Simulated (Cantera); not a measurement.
A closed system holds: 1 mol SiH2Cl2, 66 mol N2, 3.1 mol HCl, held at 1648 K and 160 Pa.

These are equilibrium values from Cantera (NASA tables, ideal gas, pure condensed phases), not measurements of a reactor. Candidate condensed phases: NH4Cl, Si, Si3N4; 28 gas species. The tables' values for SiCl3, SiCl are old estimates; treat these amounts as uncertain. Equilibrium is a limit: real reactors are often held back by kinetics, nucleation or transport.

Base state: N2 0.928, HCl 0.0428, H2 0.0143, SiCl2 0.0138, Cl 0.000624, H 0.000267, SiCl3 0.000207, SiCl 1.62e-5 (mole fractions); condensed: gas only.

What changes in the equilibrium state with this change: pressure from 160 Pa to 130000 Pa?


```
species         before     after
-------------  -------  --------
N2               0.928     0.931
HCl             0.0428    0.0472
H2              0.0143    0.0125
SiCl2           0.0138   0.00427
SiCl4          6.86e-6   0.00241
SiHCl3         3.84e-7  0.000106
SiCl           1.62e-5   1.49e-7
Si3N4(s), mol        0     0.123
```
The tables' values for SiCl3 are old estimates; treat these amounts as uncertain.

What changes in the equilibrium state with this change: temperature from 1648 K to 1398 K?


```json
[
 {"species": "N2", "before": "0.928", "after": "0.929"},
 {"species": "HCl", "before": "0.0428", "after": "0.0456"},
 {"species": "H2", "before": "0.0143", "after": "0.0131"},
 {"species": "SiCl2", "before": "0.0138", "after": "0.0111"},
 {"species": "SiCl", "before": "1.62e-5", "after": "3.43e-7"},
 {"species": "SiCl4", "before": "6.86e-6", "after": "0.000308"},
 {"species": "H", "before": "0.000267", "after": "1.36e-5"},
 {"species": "Cl", "before": "0.000624", "after": "3.88e-5"},
 {"species": "Si3N4(s), mol", "before": "0", "after": "0.0411"}
]
```
N2 is the only nitrogen source here; it is nearly inert below about 1500 K, so the nitride shown seldom forms there in practice. The tables' values for SiCl3 are old estimates; treat these amounts as uncertain.

What changes in the equilibrium state with this change: temperature from 1648 K to 1075 K?


```tsv
species	before	after
N2	0.928	0.932
HCl	0.0428	0.0560
H2	0.0143	0.00825
SiCl2	0.0138	2.95e-5
SiCl4	6.86e-6	0.00404
SiCl	1.62e-5	<1e-9
H	0.000267	3.33e-8
Cl	0.000624	2.04e-7
SiCl3	0.000207	8.68e-5
Si3N4(s), mol	0	0.236
```
N2 is the only nitrogen source here; it is nearly inert below about 1500 K, so the nitride shown seldom forms there in practice. The tables' values for SiCl3 are old estimates; treat these amounts as uncertain.
